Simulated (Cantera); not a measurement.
A perfectly stirred reactor is fed with NH3 : H2 = 1 : 2.3 (molar parts), at 0.0180 bar; it is held at 2300 K, and followed from long to short residence time.

Computed with Cantera and the gas-phase N/H chemistry of the illustrative SiF4/NH3 mechanism in the Surface Chemkin manual (1991). Walls and surfaces, which speed up NH3 decomposition in real reactors, are not modelled.

**Question.** Predict: x(NH3) at τ = 20.0 s; x(H2) at τ = 20.0 s; x(H) at τ = 20.0 s; x(N) at τ = 20.0 s; x(N2H2) at τ = 20.0 s; x(NH3) at τ = 86.0 ms; x(H2) at τ = 86.0 ms; x(H) at τ = 86.0 ms; x(N) at τ = 86.0 ms; x(N2H2) at τ = 86.0 ms.

**Answer.** 
```json
{
  "x(NH3) at τ = 20.0 s": "4.55e-5",
  "x(H2) at τ = 20.0 s": "0.831",
  "x(H) at τ = 20.0 s": "0.0558",
  "x(N) at τ = 20.0 s": "4.39e-5",
  "x(N2H2) at τ = 20.0 s": "1.49e-9",
  "x(NH3) at τ = 86.0 ms": "0.157",
  "x(H2) at τ = 86.0 ms": "0.784",
  "x(H) at τ = 86.0 ms": "0.00212",
  "x(N) at τ = 86.0 ms": "8.72e-6",
  "x(N2H2) at τ = 86.0 ms": "3.37e-6"
}
```
